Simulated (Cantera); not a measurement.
Feed: 1 mol Ta₂O₅, 120 mol H₂, 2.7 mol H₂O, equilibrated at 2073 K and 0.503 Torr.

Cantera equilibrium calculation (NASA polynomials, part measured and part estimated; ideal gas, pure solids and liquids). Candidate condensed phases: H₂O, Ta, Ta₂O₅; 12 gas species. The numbers say what is thermodynamically allowed, not how fast it happens.

Base state: H₂ 0.881, H 0.0954, H₂O 0.0215, TaO₂ 0.00166, OH 0.000265, TaO 3.22e-5, O 2.06e-5 (mole fractions); condensed: Ta₂O₅(l).

Question: What changes in the equilibrium state with this change: H₂O from 2.7 to 0.45 mol?

Answer: 
```
species          before     after
-------------  --------  --------
H₂                0.881     0.895
H                0.0954    0.0961
H₂O              0.0215   0.00550
TaO₂            0.00166   0.00331
TaO             3.22e-5  0.000254
O               2.06e-5   5.18e-6
OH             0.000265   6.73e-5
Ta₂O₅(l), mol     0.891     0.774
```
